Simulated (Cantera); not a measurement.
Input: 1 mol CaO, 2 mol F2, at 1125 K and 10.0 mbar.

These are equilibrium values from Cantera (NASA tables, ideal gas, pure condensed phases), not measurements of a reactor. Candidate condensed phases: Ca, CaF2, CaO; 13 gas species. Equilibrium is a limit: real reactors are often held back by kinetics, nucleation or transport.

### Question
What is the equilibrium state?

### Answer
| Quantity | Result |
|---|---|
| x(F) | 0.727 |
| x(O2) | 0.212 |
| x(F2) | 0.0605 |
| x(FO) | 4.89e-6 |
| x(FO2) | 4.86e-6 |
| n(CaF2(s)) | 1.00 mol |
| gas amount | 2.357 mol |
| log10 activity of Ca(l) (absent) | -44.87 |
